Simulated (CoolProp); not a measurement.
Model: reference Helmholtz-energy equation of state, Lemmon 2000, in CoolProp. It is a pseudo-pure fit of the blend.

Problem. For dry air, give the phase and the Joule-Thomson coefficient (K/MPa) at 323.5 K and 167 bar; 622.3 K and 1.07 bar; 419.1 K and 24.6 bar.

Solution. 
- 323.5 K and 167 bar: supercritical; Joule-Thomson coefficient 0.908
- 622.3 K and 1.07 bar: gas; Joule-Thomson coefficient 0.0588
- 419.1 K and 24.6 bar: gas; Joule-Thomson coefficient 0.875
